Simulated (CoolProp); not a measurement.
Vapour-liquid equilibrium of R113 (1) + n-hexane (2) at 0.041 MPa; x and y are mole fractions of (1).

Values from CoolProp's multi-fluid Helmholtz-energy mixture model, Marx 1992 and Thol 2019; pair parameters Bell 2016.

```tsv
x	bubble temperature (K)	y at the bubble point	dew temperature at overall composition x (K)	liquid density (mol/L)
0.05	313.3	0.127	314.8	7.464
0.2	308.1	0.392	312.0	7.612
0.35	304.4	0.560	309.0	7.751
0.5	301.7	0.683	305.8	7.888
0.65	299.6	0.784	302.5	8.026
0.8	297.9	0.876	299.3	8.169
0.95	296.4	0.968	296.6	8.319
```

No azeotrope shows between x = 0.05 and 0.95.

The pair parameters rest on a limited set of measurements; away from them the model extrapolates.
